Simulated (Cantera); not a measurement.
A closed system holds: 1 mol HF, 0.089 mol H2O, 0.1 mol H2, at 1098 K and 1600000 Pa.

Equilibrium computed with Cantera from the NASA thermochemical tables; the gas is ideal and each condensed phase is pure. Candidate condensed phases: H2O; 22 gas species. The numbers say what is thermodynamically allowed, not how fast it happens.

Problem. What is the equilibrium state?

Solution. 
| Quantity | Result |
|---|---|
| x(HF) | 0.841 |
| x(H2) | 0.0841 |
| x(H2O) | 0.0749 |
| x(H2F2) | 0.000327 |
| gas amount | 1.189 mol |
